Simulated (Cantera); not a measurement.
Cantera run, input and output.

```python
import numpy as np
import cantera as ct

gas = ct.Solution("gri30.yaml")
gas.TPX = 1225, 880000, {'CH4': 0.015, 'O2': 0.072, 'N2': 1}
reactor = ct.IdealGasConstPressureReactor(gas, energy="off", clone=False)
net = ct.ReactorNet([reactor])
net.rtol, net.atol = 1e-08, 1e-18
show = ['CH4', 'O2', 'CH2', 'CO', 'CH2O', 'C2H', 'H']
times = np.geomspace(0.0002, 6, 9)

steps = ct.SolutionArray(gas, extra=["t"])
rows = []
print(f"{'t/s':>10s}{'T/K':>9s}{'P/Pa':>11s}" + "".join(f"{s:>11s}" for s in show))
for t in times:
    while net.time < t:
        t_next = net.step()
        steps.append(gas.state, t=t_next)
    rows.append([np.interp(t, steps.t, y) for y in (steps.T, steps.P, *steps(*show).X.T)])
    print(f"{t:10.3e}{rows[-1][0]:9.1f}{rows[-1][1]:11.4g}" + "".join(f"{x:11.3e}" for x in rows[-1][2:]))
rate = np.gradient(steps.T, steps.t)
print("integrator steps:", len(steps.t))
if steps.T.max() > steps.T[0] + 200:
    print(f"time of steepest temperature rise: {steps.t[rate.argmax()]:.4e} s")
gas.TPX = 1225, 880000, {'CH4': 0.015, 'O2': 0.072, 'N2': 1}
gas.equilibrate("TP")
print(f"equilibrium (TP): T = {gas.T:.1f} K  " + "  ".join(f"{s} {gas[s].X[0]:.3e}" for s in show))
```

Result:

```
       t/s      T/K       P/Pa        CH4         O2        CH2         CO       CH2O        C2H          H
 2.000e-04   1225.0    8.8e+05  1.380e-02  6.624e-02  3.736e-15  1.937e-10  6.730e-08  4.686e-27  6.977e-11
 7.256e-04   1225.0    8.8e+05  1.380e-02  6.623e-02  1.851e-13  2.211e-08  1.730e-06  3.306e-23  5.564e-10
 2.632e-03   1225.0    8.8e+05  1.375e-02  6.620e-02  1.550e-12  2.397e-06  2.676e-05  7.295e-20  2.683e-09
 9.549e-03   1225.0    8.8e+05  7.711e-03  5.911e-02  5.282e-09  3.918e-03  6.874e-04  2.491e-12  1.809e-06
 3.464e-02   1225.0    8.8e+05  4.913e-11  3.942e-02  9.744e-17  1.630e-03  6.037e-12  3.274e-19  3.842e-08
 1.257e-01   1225.0    8.8e+05  1.250e-16  3.869e-02  3.212e-20  1.118e-04  5.477e-16  1.646e-20  1.334e-09
 4.559e-01   1225.0    8.8e+05  3.095e-18  3.864e-02  1.989e-22  2.628e-07  1.167e-18  7.557e-22  6.922e-12
 1.654e+00   1225.0    8.8e+05  2.624e-19  3.864e-02  1.986e-23  7.394e-10  1.119e-19  7.057e-23  3.363e-12
 6.000e+00   1225.0    8.8e+05  2.554e-19  3.864e-02  1.925e-23  7.396e-10  1.087e-19  6.848e-23  3.357e-12
integrator steps: 2199
equilibrium (TP): T = 1225.0 K  CH4 5.356e-37  O2 3.858e-02  CH2 6.048e-41  CO 7.401e-10  CH2O 3.176e-24  C2H 2.684e-57  H 3.358e-12
```

Cantera simulation using GRI-Mech 3.0 (53 species, 325 reactions); the numbers are that mechanism's predictions, not measurements. The temperature is held fixed by assumption; the heat of reaction is taken as removed at once.
